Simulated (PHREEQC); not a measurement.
Make-up at 25 °C: 0.0087 mol MnSO4, 0.19 mol ZnCl2, 8.2e-05 mol NaF and 0.018 mol NaCl per kg of water. Closed to the air; pH follows from the charge balance.

The numbers come from PHREEQC with the ion-association model, phreeqc.dat.

Problem. The ionic strength comes out as 0.520 mol/kgw. What activity coefficients do ZnOH+, H+, Mn+2, ZnCl+, Cl- get?

Solution. ZnOH+ 0.73, H+ 0.76, Mn+2 0.25, ZnCl+ 0.65, Cl- 0.65.

This is a speciation only: nothing precipitates in the calculation.
